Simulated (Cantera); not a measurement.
## Low-pressure radical oxidation in H2/O2

An isothermal, constant-pressure homogeneous reactor starts with H₂ : O₂ = 0.1 : 1 (molar parts), equivalence ratio 0.050, at 1000 K and 740 Pa.

Cantera simulation using the H2/O2 subset of GRI-Mech 3.0, which has no nitrogen chemistry; the numbers are that mechanism's predictions, not measurements. Radical loss at walls, strong at low pressure, is not modelled. The temperature is held fixed by assumption; the heat of reaction is taken as removed at once.

| t (s) | x H₂ | x O₂ | x H₂O₂ | x H₂O | x O | x OH |
|---|---|---|---|---|---|---|
| 6.00e-6 | 0.0909 | 0.909 | <1e-12 | <1e-12 | <1e-12 | <1e-12 |
| 2.69e-5 | 0.0909 | 0.909 | <1e-12 | <1e-12 | <1e-12 | <1e-12 |
| 0.000121 | 0.0909 | 0.909 | <1e-12 | 3.92e-12 | 1.08e-11 | 8.37e-12 |
| 0.000543 | 0.0909 | 0.909 | <1e-12 | 2.05e-10 | 1.86e-10 | 9.61e-11 |
| 0.00244 | 0.0909 | 0.909 | <1e-12 | 4.86e-8 | 2.45e-8 | 1.08e-8 |
| 0.0110 | 0.0116 | 0.867 | 1.60e-7 | 0.0621 | 0.0248 | 0.00412 |
| 0.0492 | 0.000981 | 0.890 | 9.12e-8 | 0.0897 | 0.0122 | 0.00157 |
| 0.221 | 6.40e-5 | 0.904 | 8.43e-8 | 0.0949 | 0.000813 | 0.000376 |
| 0.992 | 2.87e-6 | 0.905 | 3.42e-8 | 0.0952 | 3.96e-5 | 8.31e-5 |
| 4.45 | 2.26e-7 | 0.905 | 9.93e-9 | 0.0952 | 3.47e-6 | 2.47e-5 |
| 20.0 | 2.96e-8 | 0.905 | 2.73e-9 | 0.0952 | 4.84e-7 | 9.22e-6 |
x: mole fraction; the columns are a selection and need not sum to one.

Equilibrium at this temperature and pressure: H₂ 1.02e-10, O₂ 0.905, H₂O₂ 2.19e-11, H₂O 0.0952, O 1.75e-9, OH 5.53e-7 (gas phase only).
